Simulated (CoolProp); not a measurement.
Vapour-liquid equilibrium of CHF3 (R23) (1) + C2F6 (R116) (2) at 189.6 K; x and y are mole fractions of (1).

Model: multi-fluid Helmholtz-energy mixture model, Penoncello 2003 and Lemmon 2006; pair parameters Bell 2016, in CoolProp.

```
x     bubble pressure, mixture model (kPa)  bubble pressure, Raoult's law (kPa)  y, mixture model  y, Raoult's law
----  ------------------------------------  -----------------------------------  ----------------  ---------------
0.05                                 91.25                                75.72             0.211            0.061
0.2                                  116.9                                78.39             0.444            0.236
0.35                                 125.3                                81.07             0.520            0.400
0.5                                  127.6                                83.74             0.557            0.553
0.65                                 127.5                                86.42             0.590            0.697
0.8                                  123.5                                89.09             0.652            0.832
0.95                                 105.9                                91.77             0.840            0.959
```

The largest gap from Raoult's law is +54.6 % in bubble pressure, at x = 0.35. y crosses x between x = 0.5 and 0.65: the model has an azeotrope there.

The pair parameters rest on a limited set of measurements; away from them the model extrapolates. With so large a gap from Raoult's law the liquid may split in two, which this calculation doesn't test in full.
